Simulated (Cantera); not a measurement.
A Cantera script and what it prints.

```python
import numpy as np
import cantera as ct

gas_names = [...]  # 140 gases of nasa_gas.yaml made of C, Fe, H, N, O
cond_names = """
    C(gr) C6H6(L) C7H8(L) C8H18(L),n-octa Fe(a) Fe(c) Fe(d) Fe(L) FeC5O5(L) FeO(s) FeO(L) Fe(OH)2(s)
    Fe(OH)3(s) Fe2O3(s) Fe3O4(s) H2O(s) H2O(L)
""".split()


# ... load() reads the species with a 1 bar reference pressure and builds the phases ...
atoms = {
    'Fe(CO)5': {'Fe': 1, 'C': 5, 'O': 5},
    'H2': {'H': 2},
    'N2': {'N': 2},
}
top_T = {'C(gr)': 4500, 'Fe2O3(s)': 1830, 'Fe3O4(s)': 1870}  # K; cautious upper limits of use, not melting points


# ... equilibrate(T, P, feed) seeds the gas with the atoms and calls Mixture.equilibrate('TP', solver="vcs", rtol=1e-11, max_steps=5000) ...
results = []
feed = {'Fe(CO)5': 1, 'H2': 2.1, 'N2': 45}  # mol
P = 21000  # Pa
for T in [948, 998, 1048, 1098, 1148, 1198, 1248, 1298, 1348, 1398, 1448, 1498]:
    mix = equilibrate(T, P, feed)
    results.append((T, P, feed, dict(zip(mix.species_names, mix.species_moles))))

top = {s: max(r[3][s] / sum(r[3][g] for g in gas_names) for r in results) for s in gas_names}
cols = sorted((s for s in top if top[s] > 0.001), key=lambda s: -top[s])[:6]
seen = [c for c in cond_names if any(r[3].get(c, 0) > 1e-12 for r in results)]
print("log10 of partial pressures in bar; condensed amounts in mol")
print(f"{'T/K':>10s}" + "".join(f"{s[:9]:>10s}" for s in cols + seen))
for T, P, feed, n in results:
    ng = sum(n[g] for g in gas_names)
    print(f"{T:10.4g}" + "".join(f"{np.log10(max(n[s] / ng * P / 1e5, 1e-99)):10.3f}" for s in cols)
          + "".join(f"{n.get(c, 0):10.4g}" for c in seen))
```

Result:

```
log10 of partial pressures in bar; condensed amounts in mol
       T/K        N2        CO        H2       CO2     C(gr)     Fe(a)     Fe(c)
       948    -0.740    -1.725    -2.080    -3.207    0.1881         1         0
       998    -0.741    -1.706    -2.076    -3.641   0.07154         1         0
      1048    -0.741    -1.700    -2.074    -4.054   0.02858         1         0
      1098    -0.741    -1.697    -2.073    -4.434   0.01213         1         0
      1148    -0.741    -1.696    -2.073    -4.784  0.005291         1         0
      1198    -0.741    -1.696    -2.073    -5.103   0.00208         0         1
      1248    -0.741    -1.696    -2.073    -5.397 0.0002303         0         1
      1298    -0.741    -1.696    -2.073    -5.487         0         0         1
      1348    -0.741    -1.696    -2.073    -5.530         0         0         1
      1398    -0.741    -1.696    -2.073    -5.567         0         0         1
      1448    -0.741    -1.696    -2.073    -5.600         0         0         1
      1498    -0.741    -1.696    -2.073    -5.630         0         0         1
```

Equilibrium computed with Cantera from the NASA thermochemical tables; the gas is ideal and each condensed phase is pure. Condensed phases not in the tables: cementite and carbon dissolved in iron.
